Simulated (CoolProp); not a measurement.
Dodecamethylcyclohexasiloxane (D6) along the isotherm 620 K: fugacity coefficient from the reference equation and from simpler models built on Tc = 645.8 K, pc = 0.9614 MPa, ω = 0.736; each cubic takes its own stable root.

Computed with CoolProp (reference Helmholtz-energy equation of state, Colonna 2008). It is a short technical equation, of lower accuracy than the large ones.

| p (MPa) | phase | reference | van der Waals | Redlich-Kwong | Soave-Redlich-Kwong | Peng-Robinson |
|---|---|---|---|---|---|---|
| 0.0152 | gas | 0.9924 | 0.9948 | 0.9940 | 0.9936 | 0.9930 |
| 0.0346 | gas | 0.9828 | 0.9882 | 0.9862 | 0.9855 | 0.9841 |
| 0.0787 | gas | 0.9610 | 0.9732 | 0.9688 | 0.9672 | 0.9641 |
| 0.179 | gas | 0.9127 | (withheld) | 0.9295 | 0.9258 | 0.9191 |
| 0.408 | gas | 0.8072 | 0.8617 | 0.8410 | (withheld) | 0.8190 |
| 0.928 | liquid | (withheld) | 0.6491 | (withheld) | 0.5486 | 0.5303 |
| 2.11 | liquid | 0.2728 | (withheld) | 0.3268 | (withheld) | 0.2803 |
| 4.81 | liquid | 0.1769 | 0.2852 | 0.2190 | 0.1965 | (withheld) |

Problem. Some entries are withheld; supply them.

Solution. 
- 0.179, van der Waals: 0.9393
- 0.408, Soave-Redlich-Kwong: 0.8325
- 0.928, reference: 0.5142
- 0.928, Redlich-Kwong: 0.5974
- 2.11, van der Waals: 0.3767
- 2.11, Soave-Redlich-Kwong: 0.2964
- 4.81, Peng-Robinson: 0.1778
